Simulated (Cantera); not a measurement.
Cantera run:

```python
import numpy as np
import cantera as ct

gas_names = """
    F F2 H HF H2 H2F2 H3F3 H4F4 H5F5 H6F6 H7F7 N NF NF2 NF3 NH NH2 NH3 N2 N2H2 N2H4 Si SiF SiF2 SiF3
    SiF4 SiH SiHF3 SiH2 SiH2F2 SiH3 SiH3F SiH4 SiN Si2 Si2N Si3
""".split()
cond_names = """
    Si(cr) Si(L) Si3N4(a)
""".split()


# ... load() reads the species with a 1 bar reference pressure and builds the phases ...
atoms = {
    'Si3N4': {'Si': 3, 'N': 4},
    'NF3': {'N': 1, 'F': 3},
    'H2': {'H': 2},
}
top_T = {'Si3N4(a)': 2400}  # K; cautious upper limits of use, not melting points


# ... equilibrate(T, P, feed) seeds the gas with the atoms and calls Mixture.equilibrate('TP', solver="vcs", rtol=1e-11, max_steps=5000) ...
results = []
T = 1600  # K
P = 13332.2  # Pa
for m in [0.51, 0.9, 1.6, 2.8, 5, 8.9, 16, 28, 50, 88]:
    feed = {'Si3N4': 1, 'NF3': 16, 'H2': m}  # mol
    mix = equilibrate(T, P, feed)
    results.append((T, P, feed, dict(zip(mix.species_names, mix.species_moles))))

top = {s: max(r[3][s] / sum(r[3][g] for g in gas_names) for r in results) for s in gas_names}
cols = sorted((s for s in top if top[s] > 1e-06), key=lambda s: -top[s])[:9]
seen = [c for c in cond_names if any(r[3].get(c, 0) > 1e-12 for r in results)]
print("log10 of partial pressures in bar; condensed amounts in mol")
print(f"{'n(H2)':>10s}" + "".join(f"{s[:9]:>10s}" for s in cols + seen))
for T, P, feed, n in results:
    ng = sum(n[g] for g in gas_names)
    print(f"{feed['H2']:10.4g}" + "".join(f"{np.log10(max(n[s] / ng * P / 1e5, 1e-99)):10.3f}" for s in cols)
          + "".join(f"{n.get(c, 0):10.4g}" for c in seen))
```

Result:

```
log10 of partial pressures in bar; condensed amounts in mol
     n(H2)         F        HF        H2        N2      SiF4        F2      SiF3         H     SiHF3
      0.51    -1.025    -2.555   -20.125    -1.564    -2.086    -3.284   -12.543   -14.327   -22.674
       0.9    -1.034    -2.308   -19.613    -1.564    -2.087    -3.304   -12.533   -14.071   -22.408
       1.6    -1.052    -2.059   -19.077    -1.564    -2.087    -3.340   -12.515   -13.803   -22.122
       2.8    -1.085    -1.816   -18.525    -1.564    -2.087    -3.406   -12.482   -13.527   -21.813
         5    -1.153    -1.564   -17.887    -1.564    -2.087    -3.541   -12.415   -13.208   -21.427
       8.9    -1.307    -1.314   -17.079    -1.565    -2.088    -3.850   -12.261   -12.804   -20.869
        16    -1.964    -1.060   -15.257    -1.565    -2.088    -5.163   -11.605   -11.893   -19.302
        28    -8.799    -1.090    -1.646    -1.646    -2.170   -18.832    -4.852    -5.088    -5.743
        50    -9.120    -1.227    -1.279    -1.784    -2.309   -19.475    -4.669    -4.904    -5.377
        88    -9.373    -1.394    -1.106    -1.951    -2.478   -19.982    -4.585    -4.818    -5.206
```

Cantera equilibrium calculation (NASA polynomials, part measured and part estimated; ideal gas, pure solids and liquids). The tables' values for SiF3 are old estimates; treat these amounts as uncertain.
